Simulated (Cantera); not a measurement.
**Premixed flame**

A freely propagating, adiabatic, planar premixed flame of 29.6 % H₂, 14.8 % O₂, 55.6 % N₂, equivalence ratio 1.0, unburnt at 375 K and 105 Torr; mixture-averaged transport, grid criteria slope 0.08 and curve 0.16, no radiation.

Computed with Cantera and the H2/O2 subset of GRI-Mech 3.0, which has no nitrogen chemistry. Burning velocities carry a grid error of a few per cent, more on coarse grids.

| z (mm) | T (K) | u (m/s) | x H₂ | x O₂ | x O | x H₂O₂ | x H₂O | x H |
|---|---|---|---|---|---|---|---|---|
| -15.9 | 375 | 2.78 | 0.296 | 0.148 | <1e-8 | <1e-8 | <1e-8 | <1e-8 |
| -10.6 | 375 | 2.78 | 0.296 | 0.148 | <1e-8 | <1e-8 | <1e-8 | <1e-8 |
| -7.94 | 375 | 2.78 | 0.296 | 0.148 | <1e-8 | <1e-8 | <1e-8 | <1e-8 |
| -5.29 | 375 | 2.78 | 0.296 | 0.148 | <1e-8 | <1e-8 | <1e-8 | <1e-8 |
| -2.65 | 377 | 2.79 | 0.295 | 0.148 | 3.84e-7 | 8.23e-7 | 3.40e-5 | 4.76e-6 |
| -1.32 | 571 | 4.14 | 0.267 | 0.145 | 9.67e-5 | 2.14e-5 | 0.0140 | 0.00480 |
| 0 | 1047 | 7.33 | 0.144 | 0.102 | 0.00541 | 6.94e-7 | 0.110 | 0.0497 |
| 1.32 | 1342 | 9.29 | 0.0520 | 0.0420 | 0.0125 | 9.30e-7 | 0.215 | 0.0756 |
| 2.65 | 1467 | 10.1 | 0.0443 | 0.0330 | 0.0130 | 7.40e-7 | 0.232 | 0.0689 |
| 5.29 | 1605 | 10.9 | 0.0453 | 0.0295 | 0.0122 | 4.48e-7 | 0.240 | 0.0562 |
| 10.6 | 1756 | 11.8 | 0.0451 | 0.0260 | 0.0105 | 2.34e-7 | 0.249 | 0.0429 |
| 21.2 | 1909 | 12.7 | 0.0428 | 0.0222 | 0.00834 | 1.22e-7 | 0.261 | 0.0306 |
| 42.3 | 2054 | 13.5 | 0.0385 | 0.0184 | 0.00600 | 7.16e-8 | 0.275 | 0.0202 |
x: mole fraction of selected species; z is measured from the peak of heat release.

```json
{
  "laminar_burning_velocity": "278 cm/s",
  "thermal_thickness": "5.29 mm",
  "peak x(O)": "0.0130",
  "peak x(H₂O₂)": "2.46e-5",
  "peak x(H)": "0.0757",
  "grid_points": "137"
}
```
